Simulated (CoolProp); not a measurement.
Octamethyltrisiloxane (MDM) along the isobar 1.01 bar: fugacity coefficient from the reference equation and from simpler models built on Tc = 565.4 K, pc = 14.38 bar, ω = 0.528; each cubic takes its own stable root.

The numbers come from the reference Helmholtz-energy equation of state, Thol 2017 in CoolProp.

```
T (K)  phase  reference
-----  -----  ---------
434.1    gas     0.9363
454.2    gas     0.9463
474.4    gas     0.9545
494.5    gas     0.9611
514.6    gas     0.9665
534.7    gas     0.9711
554.9    gas     0.9749
575      gas     0.9781
```

**Question.** How far does each simpler model (Soave-Redlich-Kwong, Peng-Robinson) lie from the reference over these 8 states: mean and median of the absolute difference, and the worst?

**Answer.** 
- Soave-Redlich-Kwong: mean 0.1 %, median 0.1 %, worst +0.4 % at 434.1 K and 1.01 bar
- Peng-Robinson: mean 0.2 %, median 0.3 %, worst -0.3 % at 534.7 K and 1.01 bar
